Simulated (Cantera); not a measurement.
Input: 1 mol B₂O₃, 0.32 mol N₂, at 21000 Pa.

Method: chemical equilibrium by Gibbs-energy minimisation in Cantera with the NASA 1993 tables (ideal gas, pure condensed phases). Candidate condensed phases: B, BN, B₂O₃; 17 gas species. Rates play no part.

x: gas mole fraction; n: condensed amount in mol.

```csv
T (°C),x N₂,x B₂O₃,x BO₂,x BO,x B₂O₂,x NO,x O,n B₂O₃(l)
802,1.00,4.46e-10,<1e-12,<1e-12,<1e-12,1.47e-10,<1e-12,1.00
902,1.00,1.90e-8,…,<1e-12,<1e-12,1.33e-10,<1e-12,1.00
1002,1.00,4.38e-7,…,3.35e-11,4.67e-12,8.81e-11,<1e-12,1.00
1102,1.000,6.26e-6,…,1.44e-9,3.99e-10,3.76e-10,<1e-12,1.000
1202,1.000,6.14e-5,…,2.17e-8,6.39e-9,3.78e-9,8.92e-12,1.000
1302,1.000,0.000444,…,2.29e-7,7.14e-8,2.81e-8,1.54e-10,1.000
1402,0.997,0.00250,…,1.83e-6,6.01e-7,1.62e-7,1.86e-9,0.999
1502,0.988,0.0115,…,1.16e-5,3.99e-6,7.49e-7,1.68e-8,0.996
1602,0.956,0.0443,…,5.99e-5,2.16e-5,2.89e-6,1.19e-7,0.985
1702,0.851,0.148,…,0.000262,9.84e-5,9.25e-6,6.86e-7,0.944
1802,0.560,0.437,…,0.000987,0.000385,2.26e-5,3.34e-6,0.749
1902,0.242,0.750,…,0.00275,0.000926,3.71e-5,1.29e-5,0
2002,0.241,0.744,…,0.00567,0.00136,7.86e-5,4.10e-5,0
```

Question: Some entries are withheld; supply them.

Answer: 
- 902, x BO₂: 1.37e-11
- 1002, x BO₂: 1.10e-10
- 1102, x BO₂: 1.59e-9
- 1202, x BO₂: 2.70e-8
- 1302, x BO₂: 3.15e-7
- 1402, x BO₂: 2.71e-6
- 1502, x BO₂: 1.80e-5
- 1602, x BO₂: 9.70e-5
- 1702, x BO₂: 0.000437
- 1802, x BO₂: 0.00170
- 1902, x BO₂: 0.00448
- 2002, x BO₂: 0.00808
